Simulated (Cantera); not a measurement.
# Carbon deposition, reforming and gasification: CH4 + NH3 + H2

Input: 1 mol CH4, 0.26 mol NH3, 2.7 mol H2, at 2100 Torr.

Cantera equilibrium calculation (NASA polynomials, part measured and part estimated; ideal gas, pure solids and liquids). Candidate condensed phases: C, C6H6, C7H8, C8H18; 92 gas species. The numbers say what is thermodynamically allowed, not how fast it happens.

```tsv
T (K)	x H2	x CH4	x N2	x NH3	x HCN	x H	n C(graphite)
623	0.726	0.239	0.0270	0.00808	<1e-12	<1e-12	0
773	0.731	0.237	0.0302	0.00121	5.16e-10	<1e-12	0
923	0.732	0.237	0.0307	0.000310	1.39e-7	1.25e-10	0
1073	0.874	0.0983	0.0273	0.000140	2.38e-6	7.83e-9	0.533
1223	0.941	0.0330	0.0257	7.05e-5	1.49e-5	1.74e-7	0.833
1373	0.962	0.0130	0.0252	3.94e-5	6.18e-5	1.95e-6	0.932
1523	0.969	0.00605	0.0249	2.44e-5	0.000193	1.36e-5	0.967
```
x: gas mole fraction; n: condensed amount in mol.

From 623 K to 923 K nothing is condensed. From 1073 K to 1523 K the condensed part is C(graphite). The main C-bearing gas is CH4 throughout.
